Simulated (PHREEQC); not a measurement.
Make-up at 25 °C: 0.0017 mol NaH2PO4 and 0.0015 mol NH3 per kg of water. Closed to the air; pH follows from the charge balance.

All values are PHREEQC results (ion-association model, phreeqc.dat), not measurements.

- pH: 7.86
- ionic strength: 0.00458 mol/kgw
- specific conductance: 325 µS/cm
- total alkalinity: 1.50 meq/kg

```json
[
 {"species": "Na+", "molality": "0.00170", "activity": "0.00158", "log γ": "-0.031"},
 {"species": "NH4+", "molality": "0.00144", "activity": "0.00134", "log γ": "-0.033"},
 {"species": "HPO4-2", "molality": "0.00144", "activity": "0.00108", "log γ": "-0.124"},
 {"species": "H2PO4-", "molality": "0.000257", "activity": "0.000239", "log γ": "-0.031"},
 {"species": "NH3", "molality": "5.56e-5", "activity": "5.57e-5", "log γ": "0.000"},
 {"species": "NaHPO4-", "molality": "3.57e-6", "activity": "3.33e-6", "log γ": "-0.031"}
]
```

No solid was allowed to form.
